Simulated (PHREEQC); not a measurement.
Acid rinse or clean: speciation

Consider water at 19 °C with 1.3 mmol/kgw HCl, 0.077 mmol/kgw ZnSO4 and 2.3 mmol/kgw MgCl2. Closed to the air; pH follows from the charge balance.

Equilibrium calculation in PHREEQC: ion-association model, phreeqc.dat.

This is a speciation only: nothing precipitates in the calculation.

### Question
Predict the pH, specific conductance.

### Answer
pH 2.92; specific conductance 931 µS/cm.

### Question
In which forms is S present?

### Answer
SO4-2 77 %, MgSO4 17 %, HSO4- 5.9 %, ZnSO4 0.6 % of the S.
